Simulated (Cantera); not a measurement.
A perfectly stirred reactor is fed with NH₃ : H₂ = 1 : 0.18 (molar parts), at 100000 Pa; it is held at 1648 K, and followed from long to short residence time.

Computed with Cantera and the gas-phase N/H chemistry of the illustrative SiF4/NH3 mechanism in the Surface Chemkin manual (1991). Walls and surfaces, which speed up NH3 decomposition in real reactors, are not modelled.

Task: What does this change do: pressure from 100000 Pa to 2670 Pa?

Result: 
```csv
quantity,before,after
x(NH₃) at τ = 1.60 s,0.558,0.807
x(H₂) at τ = 1.60 s,0.363,0.182
x(N₂H₂) at τ = 1.60 s,3.58e-7,2.10e-6
x(H) at τ = 1.60 s,2.49e-5,1.87e-5
x(NH₂) at τ = 1.60 s,9.40e-5,0.000203
x(NH₃) at τ = 12.0 ms,0.844,0.847
x(H₂) at τ = 12.0 ms,0.155,0.153
x(N₂H₂) at τ = 12.0 ms,7.46e-7,1.01e-7
x(H) at τ = 12.0 ms,9.35e-6,3.62e-6
x(NH₂) at τ = 12.0 ms,0.000125,4.93e-5
```

Task: What does this change do: temperature 1648 to 2400 K?

Result: 
```json
[
 {"quantity": "x(NH₃) at τ = 1.60 s", "before": "0.558", "after": "0.000463"},
 {"quantity": "x(H₂) at τ = 1.60 s", "before": "0.363", "after": "0.758"},
 {"quantity": "x(N₂H₂) at τ = 1.60 s", "before": "3.58e-7", "after": "3.70e-9"},
 {"quantity": "x(H) at τ = 1.60 s", "before": "2.49e-5", "after": "0.0136"},
 {"quantity": "x(NH₂) at τ = 1.60 s", "before": "9.40e-5", "after": "2.69e-5"},
 {"quantity": "x(NH₃) at τ = 12.0 ms", "before": "0.844", "after": "0.0432"},
 {"quantity": "x(H₂) at τ = 12.0 ms", "before": "0.155", "after": "0.735"},
 {"quantity": "x(N₂H₂) at τ = 12.0 ms", "before": "7.46e-7", "after": "9.59e-7"},
 {"quantity": "x(H) at τ = 12.0 ms", "before": "9.35e-6", "after": "0.00382"},
 {"quantity": "x(NH₂) at τ = 12.0 ms", "before": "0.000125", "after": "0.000724"}
]
```
